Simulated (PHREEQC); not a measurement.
**Hard or scaling water**

Solution (83 °C): 4e-05 mol Ca(HCO3)2, 0.00069 mol NaHCO3 and 2.9e-06 mol H4SiO4 per kg of water. Closed to the air; pH follows from the charge balance.

Computed with PHREEQC (ion-association model, phreeqc.dat).

Each row changes one thing in this solution. Precipitation was switched off in this run.

| case | pH | ionic strength (mol/kgw) | HCO3- (mol/kgw) | CO2 (mol/kgw) | CO3-2 (mol/kgw) | H4SiO4 (mol/kgw) | SI of Quartz (SiO2) |
|---|---|---|---|---|---|---|---|
| as made | 7.80 | 0.000809 | 0.000739 | 2.50e-5 | 3.91e-6 | 2.79e-6 | -2.29 |
| H4SiO4 replaced by H2SiF6 at the same molality | ? | 0.000809 | 0.000731 | 3.50e-5 | 2.73e-6 | 2.82e-6 | -2.28 |
| NaHCO3 from 0.00069 to 0.000621 mol/kgw | 7.79 | 0.000740 | 0.000672 | 2.36e-5 | 3.42e-6 | 2.79e-6 | -2.29 |
| H4SiO4 replaced by Na2SiO3 at the same molality | ? | 0.000815 | 0.000741 | 2.23e-5 | 4.41e-6 | 2.77e-6 | -2.29 |
| diluted 2-fold with water | ? | 0.000405 | 0.000367 | 1.64e-5 | 1.44e-6 | 1.41e-6 | -2.59 |
| Ca(HCO3)2 left out | 7.80 | 0.000693 | 0.000663 | 2.29e-5 | 3.41e-6 | 2.79e-6 | -2.29 |

Question: Some entries are withheld; supply them.

Answer: 
- H4SiO4 replaced by H2SiF6 at the same molality, pH: 7.65
- H4SiO4 replaced by Na2SiO3 at the same molality, pH: 7.86
- diluted 2-fold with water, pH: 7.69

Constants without temperature data keep their 25 °C values here. SiF6-2 is the database's only silicon fluoride.
